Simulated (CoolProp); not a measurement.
The fluid at 544.33 K and 0.489 MPa expands adiabatically to 0.053 MPa with isentropic efficiency 0.9. The same conditions are run with several fluids, on thermodynamics alone (safety and materials aside).

The numbers come from the reference Helmholtz-energy equation of state of each fluid (propylene glycol: Eisenbach 2021; benzene: Thol 2012; isobutene: Lemmon 2005; p-xylene: Zhou 2012; water: Wagner 2002) in CoolProp.

Q: Rank propylene glycol, benzene, isobutene, p-xylene, water by work (kJ/kg), highest first.

A: water (388), isobutene (149), propylene glycol (111), benzene (106), p-xylene (78.3)

```csv
fluid,final temperature (K),final phase,final density (kg/m³)
propylene glycol,498.9,gas,0.980
benzene,482.4,gas,1.04
isobutene,479.5,gas,0.748
p-xylene,499.4,gas,1.37
water,355.9,"two-phase, vapour fraction 0.987",0.330
```
